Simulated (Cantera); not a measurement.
## PbO + CO + H2 (iron carbonyl, mercury and lead vapours)

A closed system holds: 1 mol PbO, 2.7 mol CO, a varied amount of H2, at 1498.15 K and 750 Torr.

These are equilibrium values from Cantera (NASA tables, ideal gas, pure condensed phases), not measurements of a reactor. Candidate condensed phases: C, C6H6, C7H8, C8H18, H2O, Pb, PbO, PbO2, Pb3O4; 113 gas species. Kinetics and transport are ignored.

```json
[
 {"n(H2) (mol)": "9.2", "x H2": "0.681", "x CO": "0.213", "x H2O": "0.0732", "x Pb": "0.0241", "x CO2": "0.00885", "n Pb(l)": "0.706"},
 {"n(H2) (mol)": "11", "x H2": "0.719", "x CO": "0.186", "x H2O": "0.0647", "x Pb": "0.0241", "x CO2": "0.00649", "n Pb(l)": "0.661"},
 {"n(H2) (mol)": "12", "x H2": "0.736", "x CO": "0.174", "x H2O": "0.0608", "x Pb": "0.0241", "x CO2": "0.00556", "n Pb(l)": "0.636"},
 {"n(H2) (mol)": "14", "x H2": "0.764", "x CO": "0.154", "x H2O": "0.0542", "x Pb": "0.0241", "x CO2": "0.00422", "n Pb(l)": "0.587"},
 {"n(H2) (mol)": "16", "x H2": "0.786", "x CO": "0.138", "x H2O": "0.0489", "x Pb": "0.0241", "x CO2": "0.00332", "n Pb(l)": "0.537"},
 {"n(H2) (mol)": "19", "x H2": "0.812", "x CO": "0.119", "x H2O": "0.0426", "x Pb": "0.0241", "x CO2": "0.00242", "n Pb(l)": "0.463"},
 {"n(H2) (mol)": "22", "x H2": "0.832", "x CO": "0.105", "x H2O": "0.0377", "x Pb": "0.0241", "x CO2": "0.00184", "n Pb(l)": "0.389"},
 {"n(H2) (mol)": "26", "x H2": "0.851", "x CO": "0.0905", "x H2O": "0.0327", "x Pb": "0.0241", "x CO2": "0.00135", "n Pb(l)": "0.290"},
 {"n(H2) (mol)": "30", "x H2": "0.866", "x CO": "0.0795", "x H2O": "0.0288", "x Pb": "0.0241", "x CO2": "0.00103", "n Pb(l)": "0.191"},
 {"n(H2) (mol)": "34", "x H2": "0.878", "x CO": "0.0710", "x H2O": "0.0258", "x Pb": "0.0241", "x CO2": "0.000808", "n Pb(l)": "0.0922"},
 {"n(H2) (mol)": "40", "x H2": "0.893", "x CO": "0.0612", "x H2O": "0.0223", "x Pb": "0.0229", "x CO2": "0.000592", "n Pb(l)": "0"}
]
```
x: gas mole fraction; n: condensed amount in mol.

From 9.2 mol H2 to 34 mol H2 the condensed part is Pb(l). At 40 mol H2 nothing is condensed. The main Pb-bearing gas is Pb throughout. The share of Pb in condensed phases is highest at 9.2 mol H2 (70.6 %) and lowest at 40 mol H2 (0.0 %).
